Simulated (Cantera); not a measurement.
Charge: 1 mol Cr, 29 mol N2, held at 877 °C and 29.0 mbar.

These are equilibrium values from Cantera (NASA tables, ideal gas, pure condensed phases), not measurements of a reactor. Candidate condensed phases: Cr, CrN, Cr2N; 4 gas species. Rates play no part.

Task: What is the equilibrium state?

Result: x(N2): 1.00
n(Cr2N(s)): 0.500 mol
gas amount: 28.75 mol
log10 activity of Cr(s) (absent): -0.56
